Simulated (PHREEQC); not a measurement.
Consider water at 25 °C with 0.0037 mol H2SO4, 0.00042 mol MnSO4 and 0.00032 mol Na2SO4 per kg of water. Closed to the air; pH follows from the charge balance.

Model: ion-association model, wateq4f.dat, run in PHREEQC.

No solid was allowed to form.

Q: What pH does the model give?

A: pH 2.25.

Q: In which forms is Mn present?

A: Mn+2 81 %, MnSO4 19 % of the Mn.
